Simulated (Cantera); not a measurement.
Mixture: CH4 : C2H6 : C3H8 : O2 : N2 = 1 : 0.056 : 0.36 : 7.54 : 28.3 (molar parts), at 6.32 atm, adiabatic and at constant volume. Ignition delay is the time to a rise of 400 K.

Computed with Cantera and GRI-Mech 3.0 (53 species, 325 reactions). GRI-Mech 3.0 was tuned for natural gas; its chemistry of propane as a main component is partial and can be far from experiment.

**Question.** What does this change do: constant pressure in place of constant volume?

**Answer.** 
| quantity | before | after |
|---|---|---|
| delay at 1125 K | 6.07 ms | 6.30 ms |
| delay at 1325 K | 0.269 ms | 0.288 ms |
| delay at 1525 K | 25.6 µs | 28.5 µs |
| delay at 1725 K | 5.71 µs | 6.56 µs |
| delay at 1925 K | 2.25 µs | 2.63 µs |
| apparent activation energy between 1725 and 1925 K | 130 kJ/mol | 130 kJ/mol |

**Question.** What does this change do: C2H6 0.056 to 0.09 parts?

**Answer.** 
```
quantity                                                before       after
--------------------------------------------------  ----------  ----------
delay at 1125 K                                        6.07 ms     4.75 ms
delay at 1325 K                                       0.269 ms    0.239 ms
delay at 1525 K                                        25.6 µs     24.4 µs
delay at 1725 K                                        5.71 µs     5.58 µs
delay at 1925 K                                        2.25 µs     2.20 µs
apparent activation energy between 1725 and 1925 K  130 kJ/mol  130 kJ/mol
```
